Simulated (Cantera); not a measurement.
Input: 1 mol PbO, 0.96 mol N₂, held at 727 °C and 570000 Pa.

Equilibrium computed with Cantera from the NASA thermochemical tables; the gas is ideal and each condensed phase is pure. Candidate condensed phases: Pb, PbO, PbO₂, Pb₃O₄; 12 gas species. Rates play no part.

Base state: N₂ 1.00 (mole fractions); condensed: PbO(yellow).

Q: What changes in the equilibrium state with this change: PbO replaced by Pb?

A: 
```json
[
 {"species": "N₂", "before": "1.00", "after": "1.000"},
 {"species": "PbO(yellow), mol", "before": "1.00", "after": "0"},
 {"species": "Pb(l), mol", "before": "0", "after": "1.000"}
]
```

Q: What changes in the equilibrium state with this change: 0.0008 mol NH₃ added?

A: 
```tsv
species	before	after
N₂	1.00	0.999
H₂O	0	0.00125
PbO(yellow), mol	1.00	0.999
Pb(l), mol	0	0.00120
```
Further candidate phases: H₂O.
